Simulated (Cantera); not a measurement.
# Adiabatic ignition

An adiabatic, constant-volume homogeneous reactor starts with 11.6 % CH3OH, 10.9 % O2, 77.5 % N2, equivalence ratio 1.6, at 1400 K and 2930 Torr.

Cantera simulation using GRI-Mech 3.0 (53 species, 325 reactions); the numbers are that mechanism's predictions, not measurements. GRI-Mech 3.0 was tuned for natural gas; its chemistry of methanol as a main component is partial and can be far from experiment.

| t (s) | T (K) | P (bar) | x CH3OH | x O2 | x C2H6 | x N2O | x CH3 | x CO | x CH2O |
|---|---|---|---|---|---|---|---|---|---|
| 6.00e-6 | 1400 | 3.90 | 0.116 | 0.109 | 2.34e-9 | 2.19e-11 | 2.29e-6 | 2.47e-6 | 2.16e-5 |
| 1.95e-5 | 1400 | 3.90 | 0.116 | 0.109 | 1.65e-8 | 2.55e-10 | 2.52e-6 | 8.32e-6 | 8.70e-5 |
| 6.36e-5 | 1401 | 3.90 | 0.116 | 0.109 | 4.59e-8 | 2.69e-9 | 1.71e-6 | 3.88e-5 | 0.000591 |
| 0.000207 | 2593 | 8.17 | <1e-12 | 0.000593 | <1e-12 | 1.14e-7 | 4.83e-12 | 0.0687 | 1.02e-8 |
| 0.000673 | 2640 | 8.29 | <1e-12 | 0.000168 | <1e-12 | 9.81e-8 | 7.45e-12 | 0.0688 | 1.09e-8 |
| 0.00219 | 2637 | 8.28 | <1e-12 | 0.000162 | <1e-12 | 1.09e-7 | 7.59e-12 | 0.0689 | 1.09e-8 |
| 0.00713 | 2637 | 8.28 | <1e-12 | 0.000161 | <1e-12 | 1.12e-7 | 7.62e-12 | 0.0689 | 1.09e-8 |
| 0.0232 | 2637 | 8.28 | <1e-12 | 0.000161 | <1e-12 | 1.12e-7 | 7.62e-12 | 0.0689 | 1.09e-8 |
| 0.0755 | 2637 | 8.28 | <1e-12 | 0.000161 | <1e-12 | 1.12e-7 | 7.62e-12 | 0.0689 | 1.09e-8 |
| 0.246 | 2637 | 8.28 | <1e-12 | 0.000161 | <1e-12 | 1.12e-7 | 7.62e-12 | 0.0689 | 1.09e-8 |
| 0.800 | 2637 | 8.28 | <1e-12 | 0.000161 | <1e-12 | 1.12e-7 | 7.62e-12 | 0.0689 | 1.09e-8 |
x: mole fraction; the columns are a selection and need not sum to one.

| Property | Value |
|---|---|
| time of steepest temperature rise | 0.187 ms |
| temperature at 0.800 s | 2637 K |
| equilibrium temperature | 2637 K |
| x(CH3OH) at 0.800 s | <1e-12 (gas-phase equilibrium <1e-12) |
| x(O2) at 0.800 s | 0.000161 (gas-phase equilibrium 0.000161) |
| x(C2H6) at 0.800 s | <1e-12 (gas-phase equilibrium <1e-12) |
